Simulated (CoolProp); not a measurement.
Ethane at 293.15 K and 5.81 MPa flows at 0.63 m/s in a round tube of 1 mm bore and 15 µm roughness, fully developed (64/Re and Nu = 3.66 if laminar; Colebrook and Gnielinski if turbulent). Each further row changes one setting.

Values from CoolProp's reference Helmholtz-energy equation of state, Bücker 2006.

```csv
case,Reynolds number,Darcy friction factor,pressure drop (Pa/m),heat-transfer coefficient (W/(m² K)),mass flow (kg/h)
as stated,4740,0.0519,3790,2620,0.656
velocity 1.26 m/s,9480,0.0481,14100,5600,1.31
diameter 2 mm,9480,0.0408,1490,2460,2.62
```

Viscosity comes from a separate model (Friend 1991). Thermal conductivity comes from a separate model (Friend 1991).
